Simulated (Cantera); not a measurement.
# Equilibrium for nitride etching: Si3N4 + HF + N2 + HCl

A closed system holds: 1 mol Si3N4, 3.4 mol HF, 3.5 mol N2, a varied amount of HCl, equilibrated at 0.0750 Torr.

Cantera equilibrium calculation (NASA polynomials, part measured and part estimated; ideal gas, pure solids and liquids). Candidate condensed phases: NH4Cl, Si, Si3N4; 49 gas species. Mutual solubility and eutectic melting of coexisting phases are not modelled. The tables' values for SiCl3, SiF2, SiF3 are old estimates. Equilibrium is a limit: real reactors are often held back by kinetics, nucleation or transport.

Stable condensed phases:

```
T in K \ n(HCl) in mol
         1.4 1.7 2.2 2.8 3.6 4.5 5.8 7.4 9.4  12  15  19  25
   1650    A   A   A   A   A   B   B   B   B   B   B   B   B
   1600    A   A   A   A   A   B   B   B   B   B   B   B   B
   1550    A   A   A   A   A   A   B   B   B   B   B   B   B
   1500    C   C   C   D   A   A   B   B   B   B   B   B   B
   1450    C   C   C   C   C   C   B   B   B   B   B   B   B
   1400    C   C   C   C   C   C   C   B   B   B   B   B   B
   1350    C   C   C   C   C   C   C   C   B   B   B   B   B
   1300    C   C   C   C   C   C   C   C   C   B   B   B   B
   1250    C   C   C   C   C   C   C   C   C   C   B   B   B
   1200    C   C   C   C   C   C   C   C   C   C   C   C   B
   1150    C   C   C   C   C   C   C   C   C   C   C   C   B
   1100    C   C   C   C   C   C   C   C   C   C   C   C   B
```

A: Si; B: gas only; C: Si3N4; D: Si + Si3N4.
